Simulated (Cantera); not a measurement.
An isothermal, constant-pressure homogeneous reactor starts with 5.88 % C2H4, 94.1 % H2, at 1825 K and 0.0267 bar.

Cantera simulation using GRI-Mech 3.0 (53 species, 325 reactions); the numbers are that mechanism's predictions, not measurements. GRI-Mech 3.0 was tuned for natural gas; its chemistry of ethylene as a main component is partial and can be far from experiment. GRI-Mech 3.0 stops at C3 and has no aromatics, soot or wall deposition, so with more carbon than oxygen in the feed, carbon stays in small species such as C2H2 where larger ones or solid carbon would form. Radical loss at walls, strong at low pressure, is not modelled.

Task: Predict: x(C2H4) at 4.00 s; x(H2) at 4.00 s; x(CH3) at 4.00 s; x(H) at 4.00 s; x(CH4) at 4.00 s.

Result: 
```json
{
 "x(C2H4) at 4.00 s": "2.72e-5 (gas-phase equilibrium 2.72e-5)",
 "x(H2) at 4.00 s": "0.942 (gas-phase equilibrium 0.942)",
 "x(CH3) at 4.00 s": "9.57e-6 (gas-phase equilibrium 1.55e-5)",
 "x(H) at 4.00 s": "0.00264 (gas-phase equilibrium 0.00264)",
 "x(CH4) at 4.00 s": "0.000170 (gas-phase equilibrium 0.000275)"
}
```
